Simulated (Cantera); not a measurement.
## Ignition delay

Mixture: 9.66 % CO, 13.5 % H₂, 0.415 % CH₄, 19.4 % O₂, 57.0 % N₂, equivalence ratio 0.64, at 5.00 bar, adiabatic and at constant volume. Ignition delay is the time to a rise of 400 K.

Computed with Cantera and GRI-Mech 3.0 (53 species, 325 reactions). Below about 1000 K GRI-Mech 3.0 lacks low-temperature oxidation paths. Below about 950 K walls govern HO2 and H2O2 in real vessels.

```json
[
 {"T0 (K)": "850", "delay (ms)": "448"},
 {"T0 (K)": "950", "delay (ms)": "21.1"},
 {"T0 (K)": "1050", "delay (ms)": "1.08"},
 {"T0 (K)": "1150", "delay (ms)": "0.0403"},
 {"T0 (K)": "1250", "delay (ms)": "0.0106"},
 {"T0 (K)": "1350", "delay (ms)": "0.00563"},
 {"T0 (K)": "1450", "delay (ms)": "0.00369"}
]
```

| Quantity | Value |
|---|---|
| apparent activation energy between 1250 and 1450 K | 79 kJ/mol |
